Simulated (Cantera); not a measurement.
What does this Cantera script print?

```python
import numpy as np
import cantera as ct

gas_names = """
    H HO2 H2 H2O H2O2 O OH O2 O3 Ta TaO TaO2
""".split()
cond_names = """
    H2O(s) H2O(L) Ta(cr) Ta(L) Ta2O5(s) Ta2O5(L)
""".split()


# ... load() reads the species with a 1 bar reference pressure and builds the phases ...
atoms = {
    'Ta2O5': {'Ta': 2, 'O': 5},
    'H2': {'H': 2},
    'H2O': {'H': 2, 'O': 1},
}
top_T = {}  # K; cautious upper limits of use, not melting points


# ... equilibrate(T, P, feed) seeds the gas with the atoms and calls Mixture.equilibrate('TP', solver="vcs", rtol=1e-11, max_steps=5000) ...
results = []
P = 970  # Pa
for T in [950, 1100, 1250, 1400, 1550, 1700, 1850, 2000, 2150]:
    for m in [0.091, 0.13, 0.18, 0.24, 0.34, 0.47, 0.65, 0.9, 1.3, 1.7, 2.4, 3.3]:
        feed = {'Ta2O5': 1, 'H2': 680, 'H2O': m}  # mol
        mix = equilibrate(T, P, feed)
        results.append((T, P, feed, dict(zip(mix.species_names, mix.species_moles))))

for T, P, feed, n in results:
    print(f"{T:7g} {feed['H2O']:10.4g}  " + (" + ".join(c for c in cond_names if n.get(c, 0) > 1e-12) or "gas only"))
```

Output:

```
    950      0.091  Ta2O5(s)
    950       0.13  Ta2O5(s)
    950       0.18  Ta2O5(s)
    950       0.24  Ta2O5(s)
    950       0.34  Ta2O5(s)
    950       0.47  Ta2O5(s)
    950       0.65  Ta2O5(s)
    950        0.9  Ta2O5(s)
    950        1.3  Ta2O5(s)
    950        1.7  Ta2O5(s)
    950        2.4  Ta2O5(s)
    950        3.3  Ta2O5(s)
   1100      0.091  Ta2O5(s)
   1100       0.13  Ta2O5(s)
   1100       0.18  Ta2O5(s)
   1100       0.24  Ta2O5(s)
   1100       0.34  Ta2O5(s)
   1100       0.47  Ta2O5(s)
   1100       0.65  Ta2O5(s)
   1100        0.9  Ta2O5(s)
   1100        1.3  Ta2O5(s)
   1100        1.7  Ta2O5(s)
   1100        2.4  Ta2O5(s)
   1100        3.3  Ta2O5(s)
   1250      0.091  Ta2O5(s)
   1250       0.13  Ta2O5(s)
   1250       0.18  Ta2O5(s)
   1250       0.24  Ta2O5(s)
   1250       0.34  Ta2O5(s)
   1250       0.47  Ta2O5(s)
   1250       0.65  Ta2O5(s)
   1250        0.9  Ta2O5(s)
   1250        1.3  Ta2O5(s)
   1250        1.7  Ta2O5(s)
   1250        2.4  Ta2O5(s)
   1250        3.3  Ta2O5(s)
   1400      0.091  Ta2O5(s)
   1400       0.13  Ta2O5(s)
   1400       0.18  Ta2O5(s)
   1400       0.24  Ta2O5(s)
   1400       0.34  Ta2O5(s)
   1400       0.47  Ta2O5(s)
   1400       0.65  Ta2O5(s)
   1400        0.9  Ta2O5(s)
   1400        1.3  Ta2O5(s)
   1400        1.7  Ta2O5(s)
   1400        2.4  Ta2O5(s)
   1400        3.3  Ta2O5(s)
   1550      0.091  Ta(cr) + Ta2O5(s)
   1550       0.13  Ta2O5(s)
   1550       0.18  Ta2O5(s)
   1550       0.24  Ta2O5(s)
   1550       0.34  Ta2O5(s)
   1550       0.47  Ta2O5(s)
   1550       0.65  Ta2O5(s)
   1550        0.9  Ta2O5(s)
   1550        1.3  Ta2O5(s)
   1550        1.7  Ta2O5(s)
   1550        2.4  Ta2O5(s)
   1550        3.3  Ta2O5(s)
   1700      0.091  Ta(cr) + Ta2O5(s)
   1700       0.13  Ta(cr) + Ta2O5(s)
   1700       0.18  Ta(cr) + Ta2O5(s)
   1700       0.24  Ta(cr) + Ta2O5(s)
   1700       0.34  Ta2O5(s)
   1700       0.47  Ta2O5(s)
   1700       0.65  Ta2O5(s)
   1700        0.9  Ta2O5(s)
   1700        1.3  Ta2O5(s)
   1700        1.7  Ta2O5(s)
   1700        2.4  Ta2O5(s)
   1700        3.3  Ta2O5(s)
   1850      0.091  Ta(cr) + Ta2O5(s)
   1850       0.13  Ta(cr) + Ta2O5(s)
   1850       0.18  Ta(cr) + Ta2O5(s)
   1850       0.24  Ta(cr) + Ta2O5(s)
   1850       0.34  Ta(cr) + Ta2O5(s)
   1850       0.47  Ta(cr) + Ta2O5(s)
   1850       0.65  Ta2O5(s)
   1850        0.9  Ta2O5(s)
   1850        1.3  Ta2O5(s)
   1850        1.7  Ta2O5(s)
   1850        2.4  Ta2O5(s)
   1850        3.3  Ta2O5(s)
   2000      0.091  Ta(cr) + Ta2O5(s)
   2000       0.13  Ta(cr) + Ta2O5(s)
   2000       0.18  Ta(cr) + Ta2O5(s)
   2000       0.24  Ta(cr) + Ta2O5(s)
   2000       0.34  Ta(cr) + Ta2O5(s)
   2000       0.47  Ta(cr) + Ta2O5(s)
   2000       0.65  Ta(cr) + Ta2O5(s)
   2000        0.9  Ta(cr) + Ta2O5(s)
   2000        1.3  Ta2O5(s)
   2000        1.7  Ta2O5(s)
   2000        2.4  Ta2O5(s)
   2000        3.3  Ta2O5(s)
   2150      0.091  Ta(cr) + Ta2O5(L)
   2150       0.13  Ta(cr) + Ta2O5(L)
   2150       0.18  Ta(cr) + Ta2O5(L)
   2150       0.24  Ta(cr) + Ta2O5(L)
   2150       0.34  Ta(cr) + Ta2O5(L)
   2150       0.47  Ta(cr) + Ta2O5(L)
   2150       0.65  Ta(cr) + Ta2O5(L)
   2150        0.9  Ta(cr) + Ta2O5(L)
   2150        1.3  Ta(cr) + Ta2O5(L)
   2150        1.7  Ta2O5(L)
   2150        2.4  Ta2O5(L)
   2150        3.3  Ta2O5(L)
```

Method: chemical equilibrium by Gibbs-energy minimisation in Cantera with the NASA 1993 tables (ideal gas, pure condensed phases). Mutual solubility and eutectic melting of coexisting phases are not modelled. Condensed phases not in the tables: N, O or C dissolved in the metal.
